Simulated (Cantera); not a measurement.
Input (Python, Cantera) and output of one run.

```python
import numpy as np
import cantera as ct

gas_names = """
    H2O2 O2
""".split()
cond_names = """
    Fe2O3(s) Fe(OH)2(s)
""".split()


# ... load() reads the species with a 1 bar reference pressure and builds the phases ...
species = {s.name: s for s in load("nasa_gas.yaml", gas_names) + load("nasa_condensed.yaml", cond_names)}
# Each term lists the table entries of one substance; the one whose range holds T is used.
reactions = {
    '2 Fe2O3 + 4 H2O2(g) = 4 Fe(OH)2 + 3 O2(g)':
        [(-2, ['Fe2O3(s)']), (-4, ['H2O2']), (4, ['Fe(OH)2(s)']), (3, ['O2'])],
}


def pick(names, T):
    return next(species[n] for n in names if species[n].thermo.min_temp <= T <= species[n].thermo.max_temp)


results = []
for label, terms in reactions.items():
    print(label)
    print("     T/K   dH/kJ  dS/(J/K)   dG/kJ   log10 K")
    for T in [923, 948, 973, 998, 1023, 1048, 1073, 1098, 1123, 1148, 1173]:
        used = [(nu, pick(names, T)) for nu, names in terms]
        dH = sum(nu * s.thermo.h(T) for nu, s in used) / 1e6
        dS = sum(nu * s.thermo.s(T) for nu, s in used) / 1e3
        dG = dH - T * dS / 1e3
        logK = -dG * 1e6 / (ct.gas_constant * T * np.log(10))
        results.append((label, T, dH, dS, dG, logK, [s.name for _, s in used]))
        print(f"{T:8g} {dH:8.1f} {dS:8.1f} {dG:8.1f} {logK:8.2f}")
```

Result:

```
2 Fe2O3 + 4 H2O2(g) = 4 Fe(OH)2 + 3 O2(g)
     T/K   dH/kJ  dS/(J/K)   dG/kJ   log10 K
     923    -71.5    -85.1      7.1    -0.40
     948    -70.8    -84.4      9.2    -0.51
     973    -70.0    -83.6     11.3    -0.61
     998    -69.0    -82.6     13.4    -0.70
    1023    -67.8    -81.4     15.5    -0.79
    1048    -66.5    -80.2     17.5    -0.87
    1073    -65.2    -78.9     19.5    -0.95
    1098    -63.9    -77.7     21.4    -1.02
    1123    -62.5    -76.4     23.4    -1.09
    1148    -61.1    -75.2     25.2    -1.15
    1173    -59.7    -74.0     27.1    -1.21
```

Source: NASA polynomial tables (part measured, part estimated), evaluated in Cantera. Condensed species are held in their standard states even where they would react or evaporate.
